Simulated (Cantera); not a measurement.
Feed: 1 mol Si, 0.0011 mol H2O, 16 mol H2, equilibrated at 4.00e-5 bar.

Cantera equilibrium calculation (NASA polynomials, part measured and part estimated; ideal gas, pure solids and liquids). Candidate condensed phases: H2O, Si, SiO2; 18 gas species. Gases not in the tables: Si2H6 and higher silanes. Kinetics and transport are ignored.

x: gas mole fraction; n: condensed amount in mol.

| T (°C) | x H2 | x H | x Si | x SiH | n Si(s) | n SiO2(β-quartz) | n Si(l) |
|---|---|---|---|---|---|---|---|
| 725 | 1.000 | 3.40e-7 | 3.98e-12 | 1.78e-12 | 0.999 | 0.000454 | 0 |
| 800 | 1.000 | 2.21e-6 | 1.73e-10 | 4.06e-11 | 0.999 | 0 | 0 |
| 875 | 1.000 | … | … | … | 0.999 | 0 | 0 |
| 950 | 1.000 | 4.75e-5 | 8.05e-8 | 6.61e-9 | 0.999 | 0 | 0 |
| 1025 | 1.000 | 0.000169 | 1.02e-6 | 5.39e-8 | 0.999 | 0 | 0 |
| 1100 | 0.999 | 0.000526 | 9.70e-6 | 3.48e-7 | 0.999 | 0 | 0 |
| 1175 | 0.998 | … | … | … | 0.998 | 0 | 0 |
| 1250 | 0.996 | 0.00365 | 0.000451 | 8.31e-6 | 0.991 | 0 | 0 |
| 1325 | 0.989 | 0.00837 | 0.00234 | 3.23e-5 | 0.960 | 0 | 0 |
| 1400 | 0.972 | 0.0177 | 0.0104 | 0.000110 | 0.825 | 0 | 0 |
| 1475 | 0.928 | 0.0348 | 0.0364 | 0.000295 | 0 | 0 | 0.369 |
| 1550 | 0.879 | 0.0642 | 0.0561 | 0.000355 | 0 | 0 | 0 |
| 1625 | 0.832 | 0.113 | 0.0550 | 0.000277 | 0 | 0 | 0 |
| 1700 | 0.761 | 0.186 | 0.0530 | 0.000211 | 0 | 0 | 0 |

Q: What belongs in the gaps?

A: 
- 875, x H: 1.13e-5
- 875, x Si: 4.56e-9
- 875, x SiH: 6.13e-10
- 1175, x H: 0.00146
- 1175, x Si: 7.31e-5
- 1175, x SiH: 1.85e-6
